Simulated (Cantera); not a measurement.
Feed: 1 mol SiCl4, 6.9 mol H2, at 1223 K and 1350 Torr.

These are equilibrium values from Cantera (NASA tables, ideal gas, pure condensed phases), not measurements of a reactor. Candidate condensed phases: Si; 19 gas species. The tables' values for SiCl3 are old estimates; treat these amounts as uncertain. Equilibrium is a limit: real reactors are often held back by kinetics, nucleation or transport.

Base state: H2 0.821, SiCl4 0.0779, HCl 0.0534, SiHCl3 0.0370, SiCl3 0.00547, SiCl2 0.00306, SiH2Cl2 0.00234, SiH3Cl 4.08e-5 (mole fractions); condensed: gas only.

### Question
What changes in the equilibrium state with this change: pressure from 1350 Torr to 240 Torr?

### Answer
```tsv
species	before	after
H2	0.821	0.811
SiCl4	0.0779	0.0732
HCl	0.0534	0.0640
SiHCl3	0.0370	0.0286
SiCl2	0.00306	0.0111
SiCl3	0.00547	0.0101
SiH3Cl	4.08e-5	2.14e-5
SiH2Cl2	0.00234	0.00149
```

### Question
What changes in the equilibrium state with this change: temperature from 1223 K to 1073 K?

### Answer
```tsv
species	before	after
H2	0.821	0.840
SiCl4	0.0779	0.0947
HCl	0.0534	0.0330
SiHCl3	0.0370	0.0295
SiCl2	0.00306	0.000169
SiCl3	0.00547	0.00100
SiH3Cl	4.08e-5	1.03e-5
```

### Question
What changes in the equilibrium state with this change: SiCl4 replaced by Si?

### Answer
```tsv
species	before	after
H2	0.821	1.000
SiCl4	0.0779	0
HCl	0.0534	0
SiHCl3	0.0370	0
SiCl3	0.00547	0
SiCl2	0.00306	0
SiH2Cl2	0.00234	0
SiH3Cl	4.08e-5	0
Si(s), mol	0	1.000
```
